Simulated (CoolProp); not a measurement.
Saturation properties of ethanol.

The numbers come from the reference Helmholtz-energy equation of state, Schroeder 2014 in CoolProp.

```
T (K)  p (MPa)  enthalpy of vaporisation (kJ/kg)  liquid conductivity (mW/(m K))
-----  -------  --------------------------------  ------------------------------
373.7   0.2284                             809.8                             151
376.9   0.2546                             803.4                             150
380.2   0.2840                             796.7                             150
383.5   0.3161                             789.7                             149
386.7   0.3501                             782.7                             149
390     0.3880                             775.3                             148
393.2   0.4279                             768.0                             148
396.5   0.4725                             760.2                             147
399.8   0.5206                             752.2                             147
403     0.5710                             744.2                             146
406.3   0.6268                             735.7                             146
409.5   0.6851                             727.2                             145
412.8   0.7495                             718.3                             145
```

It boils at 351.6 K under 1 atm.

Thermal conductivity comes from a separate model (Assael 2013).
